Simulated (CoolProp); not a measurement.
Vapour-liquid equilibrium of propane (1) + dimethyl ether (2) at 214.8 K; x and y are mole fractions of (1).

Model: multi-fluid Helmholtz-energy mixture model, Lemmon 2009 and Wu 2011; pair parameters Bell 2016, in CoolProp.

| x | bubble pressure (kPa) | y at the bubble point | dew pressure at overall composition x (kPa) | liquid density (mol/L) |
|---|---|---|---|---|
| 0.05 | 22.19 | 0.227 | 18.76 | 16.71 |
| 0.125 | 27.26 | 0.412 | 20.08 | 16.40 |
| 0.2 | 31.16 | 0.519 | 21.59 | 16.10 |
| 0.275 | 34.20 | 0.590 | 23.33 | 15.82 |
| 0.35 | 36.62 | 0.642 | 25.34 | 15.54 |
| 0.425 | 38.58 | 0.683 | 27.68 | 15.28 |
| 0.5 | 40.23 | 0.719 | 30.41 | 15.02 |
| 0.575 | 41.65 | 0.752 | 33.54 | 14.78 |
| 0.65 | 42.89 | 0.785 | 37.01 | 14.54 |
| 0.725 | 43.99 | 0.820 | 40.49 | 14.32 |
| 0.8 | 44.96 | 0.858 | 43.39 | 14.11 |
| 0.875 | 45.77 | 0.902 | 45.31 | 13.91 |
| 0.95 | 46.34 | 0.956 | 46.30 | 13.71 |

No azeotrope shows between x = 0.05 and 0.95.

Pair parameters are fitted to limited data, so mixtures are less certain than the pure fluids.
